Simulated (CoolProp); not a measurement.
Model: reference Helmholtz-energy equation of state, Thol 2018, in CoolProp.

Task: For hydrogen chloride, give the phase and the density (kg/m³), cp (kJ/(kg K)), isothermal compressibility (1/MPa) at 334.4 K and 6.29 bar; 289.5 K and 420 bar.

Result: 
- 334.4 K and 6.29 bar: gas; density 8.47, cp 0.842, isothermal compressibility 1.63
- 289.5 K and 420 bar: liquid; density 1010, cp 1.61, isothermal compressibility 0.00231
